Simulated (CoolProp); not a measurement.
Vapour-liquid equilibrium of toluene (1) + n-nonane (2) at 416.7 K; x and y are mole fractions of (1).

The numbers come from the multi-fluid Helmholtz-energy mixture model, Lemmon 2006 and Lemmon 2006; pair parameters Bell 2016 in CoolProp.

Task: Give the bubble pressure and the first vapour's composition at x = 0.05, 0.5, 0.8. Is there an azeotrope?

Result: x = 0.05: 0.09342 MPa, y = 0.146; x = 0.5: 0.1717 MPa, y = 0.731; x = 0.8: 0.2122 MPa, y = 0.899. No azeotrope shows between x = 0.05 and 0.95.

The pair parameters rest on a limited set of measurements; away from them the model extrapolates.
